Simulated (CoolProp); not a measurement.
A simple Rankine cycle with water: condensing at 322.15 K, boiler at 4.91 MPa, turbine inlet 537.9 K, turbine efficiency 0.7, pump efficiency 0.6, no recuperator. Each further row changes one setting.

Values from CoolProp's reference Helmholtz-energy equation of state, Wagner 2002.

| case | thermal efficiency (%) | net work (kJ/kg) | heat in (kJ/kg) | turbine exit temperature (K) | volume ratio over the turbine |
|---|---|---|---|---|---|
| as stated | 23.7 | [?] | 2590 | 322.2 | [?] |
| turbine inlet 557.9 K | 23.8 | 636 | 2670 | 322.2 | [?] |
| condensing temperature 314.15 K | 24.5 | [?] | 2620 | 314.1 | [?] |
| boiler pressure 3.44 MPa | 22.7 | 607 | 2670 | 322.2 | 173 |
| turbine efficiency 0.6 | 20.3 | 525 | 2590 | 322.2 | 269 |

Task: Complete the blanks.

Result: 
- as stated, net work (kJ/kg): 614
- as stated, volume ratio over the turbine: 257
- turbine inlet 557.9 K, volume ratio over the turbine: 244
- condensing temperature 314.15 K, net work (kJ/kg): 644
- condensing temperature 314.15 K, volume ratio over the turbine: 377

The expansion ends wet for: as stated; turbine inlet 557.9 K; condensing temperature 314.15 K; boiler pressure 3.44 MPa; turbine efficiency 0.6.
